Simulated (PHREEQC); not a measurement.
0.09 g of hydrous ferric oxide (600 m²/g; 0.2 weak and 0.005 strong sites per Fe, Dzombak-Morel constants, diffuse double layer) in 1 kg of water with 0.005 mol/kgw of an inert sodium salt and 3.6e-07 mol MgCl2, at 25 °C; the pH is set by adding NaOH or the inert anion's acid. Oxygen is held at 0.21 atm. The system is closed to CO2. Nothing may precipitate in this run.

The series has 17 steps of pH, from 4 to 10.

Model: ion-association model, wateq4f.dat, run in PHREEQC.

Question: Near which pH is half of the Mg sorbed, and on which side is more sorbed?

Answer: Near pH 8.3, with more sorbed at higher pH.
